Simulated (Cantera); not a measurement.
A closed system holds: 1 mol B2O3, a varied amount of N2, held at 0.120 Torr.

Cantera equilibrium calculation (NASA polynomials, part measured and part estimated; ideal gas, pure solids and liquids). Candidate condensed phases: B, BN, B2O3; 17 gas species. Rates play no part.

Problem. What condenses at these points (T in K, n(N2) in mol): (1450, 5); (1850, 16); (2150, 5); (1250, 1.6); (1550, 1.6)?

Solution. 
| T (K) | n(N2) in mol | condensed phases | B condensed (%) |
|---|---|---|---|
| 1450 | 5 | B2O3 | 75.3 |
| 1850 | 16 | gas only | 0.0 |
| 2150 | 5 | gas only | 0.0 |
| 1250 | 1.6 | B2O3 | 100.0 |
| 1550 | 1.6 | B2O3 | 8.2 |
